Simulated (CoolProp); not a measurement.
Vapour-liquid equilibrium of benzene (1) + dimethyl carbonate (2) at 21.1 bar; x and y are mole fractions of (1).

Values from CoolProp's multi-fluid Helmholtz-energy mixture model, Thol 2012 and Zhou 2011; pair parameters Bell 2016.

Problem. Give the bubble temperature and the first vapour's composition at x = 0.125, 0.725, 0.875. Is there an azeotrope?

Solution. x = 0.125: 225.2 °C, y = 0.139; x = 0.725: 222.8 °C, y = 0.717; x = 0.875: 223.7 °C, y = 0.866. y crosses x between x = 0.575 and 0.65: the model has an azeotrope there.

The pair parameters rest on a limited set of measurements; away from them the model extrapolates.
